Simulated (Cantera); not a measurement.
Mixture: CH4 : O2 : N2 = 1 : 2 : 7.52 (molar parts), equivalence ratio 1.0, at 10.0 bar, adiabatic and at constant volume. Ignition delay is the time to a rise of 400 K.

Detailed kinetics in Cantera: GRI-Mech 3.0 (53 species, 325 reactions).

**Question.** What does this change do: O2 2 to 1.5 parts?

**Answer.** 
| quantity | before | after |
|---|---|---|
| delay at 1225 K | 3.33 ms | 4.99 ms |
| delay at 1425 K | 0.364 ms | 0.546 ms |
| delay at 1625 K | 56.6 µs | 80.0 µs |
| delay at 1825 K | 12.5 µs | 16.2 µs |
| delay at 2025 K | 3.87 µs | 4.74 µs |
| apparent activation energy between 1825 and 2025 K | 180 kJ/mol | 190 kJ/mol |
